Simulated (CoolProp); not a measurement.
Aqueous ammonia as a coolant, at -9 °C, 1 atm.

Model: Melinder's fits for secondary coolants, in CoolProp.

| mass % | freezing point (°C) | Prandtl number | cp (kJ/(kg K)) | density (kg/m³) | viscosity (mPa s) |
|---|---|---|---|---|---|
| 8.9 | -11.8 | 24.1 | 4.232 | 967.2 | (withheld) |
| 11.6 | -16.4 | 25.1 | 4.235 | (withheld) | 2.80 |
| 14.3 | (withheld) | 26.7 | 4.238 | 950.7 | 2.88 |
| 17.1 | -28.3 | 28.6 | 4.241 | 942.8 | 2.98 |
| 19.8 | -35.8 | (withheld) | (withheld) | 935.4 | 3.05 |
| 22.5 | -45.1 | (withheld) | 4.247 | 928.3 | (withheld) |

Fill in the missing entries.


- 8.9, viscosity (mPa s): 2.76
- 11.6, density (kg/m³): 958.7
- 14.3, freezing point (°C): -21.7
- 19.8, Prandtl number: 30.1
- 19.8, cp (kJ/(kg K)): 4.244
- 22.5, Prandtl number: 31.0
- 22.5, viscosity (mPa s): 3.06
